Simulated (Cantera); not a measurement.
Input (Python, Cantera):

```python
import numpy as np
import cantera as ct

gas = ct.Solution("h2o2.yaml")
gas.TPX = 600, 101325, {'H2': 1, 'O2': 0.333, 'N2': 1.25}
flame = ct.FreeFlame(gas, width=0.04)
flame.set_refine_criteria(ratio=3, slope=0.08, curve=0.16)
flame.transport_model = "mixture-averaged"
flame.solve(loglevel=0, auto=True)
z, T = flame.grid, flame.T
thick = (T[-1] - T[0]) / np.gradient(T, z).max()
show = ['H2', 'O2', 'H2O2', 'OH', 'H', 'H2O']
print(f"laminar burning velocity  {flame.velocity[0] * 100:.3f} cm/s")
print(f"burnt temperature         {T[-1]:.1f} K")
print(f"thermal thickness         {thick * 1e3:.4f} mm")
print(f"grid points               {len(z)}")
z0 = z[flame.heat_release_rate.argmax()]
print(f"{'z/mm':>9s}{'T/K':>9s}{'u/(m/s)':>9s}" + "".join(f"{s:>11s}" for s in show))
rows = []
for k in (-3, -2, -1.5, -1, -0.5, -0.25, 0, 0.25, 0.5, 1, 2, 4, 8):
    zz = z0 + k * thick
    rows.append([k * thick, np.interp(zz, z, T), np.interp(zz, z, flame.velocity),
                 *(np.interp(zz, z, flame.X[gas.species_index(s)]) for s in show)])
    print(f"{rows[-1][0] * 1e3:9.3f}{rows[-1][1]:9.1f}{rows[-1][2]:9.3f}" + "".join(f"{x:11.3e}" for x in rows[-1][3:]))
```

Output:

```
laminar burning velocity  900.050 cm/s
burnt temperature         2458.0 K
thermal thickness         0.4474 mm
grid points               141
     z/mm      T/K  u/(m/s)         H2         O2       H2O2         OH          H        H2O
   -1.342    600.0    9.001  3.871e-01  1.289e-01  6.330e-17  3.795e-19  2.682e-17  3.891e-15
   -0.895    600.0    9.001  3.871e-01  1.289e-01  4.047e-15  1.095e-15  3.079e-13  2.282e-12
   -0.671    600.0    9.000  3.871e-01  1.289e-01  1.905e-13  6.309e-14  2.724e-11  8.546e-11
   -0.447    600.0    9.001  3.871e-01  1.289e-01  2.163e-10  1.134e-10  4.882e-08  4.839e-08
   -0.224    614.3    9.185  3.844e-01  1.289e-01  2.476e-06  5.407e-05  2.242e-04  6.103e-04
   -0.112    815.0   11.944  3.537e-01  1.235e-01  1.064e-05  7.432e-04  8.281e-03  1.781e-02
    0.000   1253.0   17.783  2.384e-01  8.152e-02  3.228e-06  3.425e-03  5.356e-02  1.082e-01
    0.112   1560.0   21.860  1.373e-01  2.287e-02  1.914e-06  8.011e-03  8.964e-02  2.172e-01
    0.224   1693.9   23.558  1.183e-01  8.692e-03  1.234e-06  1.002e-02  8.958e-02  2.449e-01
    0.447   1833.2   25.256  1.207e-01  5.243e-03  7.050e-07  1.142e-02  7.643e-02  2.539e-01
    0.895   1978.6   26.968  1.266e-01  3.754e-03  3.793e-07  1.189e-02  6.033e-02  2.607e-01
    1.790   2121.5   28.598  1.318e-01  2.382e-03  2.060e-07  1.123e-02  4.475e-02  2.687e-01
    3.579   2246.0   29.976  1.360e-01  1.309e-03  1.185e-07  9.483e-03  3.126e-02  2.767e-01
```

Cantera simulation using the H2/O2 subset of GRI-Mech 3.0, which has no nitrogen chemistry; the numbers are that mechanism's predictions, not measurements. Burning velocities carry a grid error of a few per cent, more on coarse grids.
